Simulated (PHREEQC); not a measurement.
A column of 0.1 m (30 cells, dispersivity 0.005 m, 300 s a shift, diffusion coefficient 3e-10 m²/s) holds 0.032 eq of the database's cation exchanger X per kg of pore water, first in equilibrium with 6.2 mmol/kgw CaCl2, 31 mmol/kgw KBr and 0.01 mmol/kgw HCl. It is flushed with 32 mmol/kgw NH4Cl, 7.4 mmol/kgw SrCl2 and 0.01 mmol/kgw HCl, at 40 °C. Values are for the last cell. CO2 from the air is kept out. No solid was allowed to form.

The series has 31 steps of pore volumes, from 0 to 4.017.

The numbers come from PHREEQC with the ion-association model, phreeqc.dat.

**Question.** After how many pore volumes does NH4 at the outlet first reach half of its feed value?

**Answer.** By 1.4 pore volumes.

**Question.** After how many pore volumes does Sr at the outlet first reach half of its feed value?

**Answer.** By 2.3 pore volumes.

Complexes and solids missing from the database can't appear. At this temperature some constants are extrapolated from 25 °C, and those without enthalpy data are left unchanged.
